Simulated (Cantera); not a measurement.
An isothermal, constant-pressure homogeneous reactor starts with CH4 : H2O = 1 : 1.2 (molar parts), at 1548 K and 0.336 atm.

Cantera simulation using GRI-Mech 3.0 (53 species, 325 reactions); the numbers are that mechanism's predictions, not measurements.

**Question.** Predict: x(CH4) at 2.00 s; x(H2O) at 2.00 s; x(CO) at 2.00 s; x(C2H4) at 2.00 s.

**Answer.** 
```json
{
 "x(CH4) at 2.00 s": "0.0503 (gas-phase equilibrium 5.79e-7)",
 "x(H2O) at 2.00 s": "0.319 (gas-phase equilibrium 0.0427)",
 "x(CO) at 2.00 s": "0.0405 (gas-phase equilibrium 0.233)",
 "x(C2H4) at 2.00 s": "0.00307 (gas-phase equilibrium 1.28e-12)"
}
```
